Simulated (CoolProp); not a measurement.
Vapour-liquid equilibrium of propylene (1) + R142b (2) at 213.3 K; x and y are mole fractions of (1).

Model: multi-fluid Helmholtz-energy mixture model, Lemmon 2013 and Lemmon 2006; pair parameters Bell 2016, in CoolProp.

Give the bubble pressure and the first vapour's composition at x = 0.2, 0.35, 0.65. Is there an azeotrope?

x = 0.2: 0.1992 bar, y = 0.707; x = 0.35: 0.2838 bar, y = 0.828; x = 0.65: 0.4190 bar, y = 0.928. No azeotrope shows between x = 0.05 and 0.95.

Pair parameters are fitted to limited data, so mixtures are less certain than the pure fluids.
